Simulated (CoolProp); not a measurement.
Nitrogen along the isobar 138 bar: fugacity coefficient from the reference equation and from simpler models built on Tc = -147.0 °C, pc = 33.96 bar, ω = 0.037; each cubic takes its own stable root.

Values from CoolProp's reference Helmholtz-energy equation of state, Span 2000.

| T (°C) | phase | reference | Soave-Redlich-Kwong | Peng-Robinson |
|---|---|---|---|---|
| -162.05 | liquid | 0.1542 | 0.1578 | 0.1446 |
| -158.45 | liquid | 0.1794 | 0.1839 | 0.1685 |
| -154.85 | liquid | 0.2062 | 0.2117 | 0.1939 |
| -151.25 | liquid | 0.2342 | 0.2409 | 0.2206 |
| -147.75 | liquid | 0.2626 | 0.2703 | 0.2476 |
| -144.15 | supercritical | 0.2927 | 0.3014 | 0.2762 |
| -140.55 | supercritical | 0.3233 | 0.3331 | 0.3053 |
| -136.95 | supercritical | 0.3543 | 0.3651 | 0.3348 |
| -133.35 | supercritical | 0.3854 | 0.3971 | 0.3644 |
| -129.85 | supercritical | 0.4156 | 0.4280 | 0.3930 |
| -126.25 | supercritical | 0.4462 | 0.4594 | 0.4221 |
| -122.65 | supercritical | 0.4763 | 0.4901 | 0.4506 |
| -119.05 | supercritical | 0.5057 | 0.5200 | 0.4785 |
| -115.45 | supercritical | 0.5342 | 0.5489 | 0.5055 |
| -111.95 | supercritical | 0.5609 | 0.5760 | 0.5309 |
